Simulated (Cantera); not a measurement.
An isothermal, constant-pressure homogeneous reactor starts with CH4 : CO2 : H2 : H2O = 1 : 1.8 : 0.73 : 0.0058 (molar parts), at 1450 K and 100.0 Torr.

Cantera simulation using GRI-Mech 3.0 (53 species, 325 reactions); the numbers are that mechanism's predictions, not measurements.

x: mole fraction; the columns are a selection and need not sum to one.

```csv
t (s),x CH4,x CO2,x H2,x CO,x C2H2
1.00e-5,0.283,0.509,0.206,1.51e-9,<1e-12
6.13e-5,0.283,0.509,0.206,2.10e-8,<1e-12
0.000376,0.283,0.509,0.206,5.32e-7,<1e-12
0.00231,0.283,0.509,0.206,1.77e-5,8.36e-10
0.0141,0.283,0.509,0.206,0.000397,1.12e-6
0.0867,0.280,0.504,0.204,0.00427,0.000239
0.532,0.265,0.474,0.196,0.0282,0.00554
3.26,___,___,___,___,___
20.0,___,___,___,___,___
```

Q: Fill in the missing entries.

A: 
- 3.26, x CH4: 0.186
- 3.26, x CO2: 0.335
- 3.26, x H2: 0.169
- 3.26, x CO: 0.137
- 3.26, x C2H2: 0.0356
- 20.0, x CH4: 0.0449
- 20.0, x CO2: 0.143
- 20.0, x H2: 0.211
- 20.0, x CO: 0.288
- 20.0, x C2H2: 0.0756
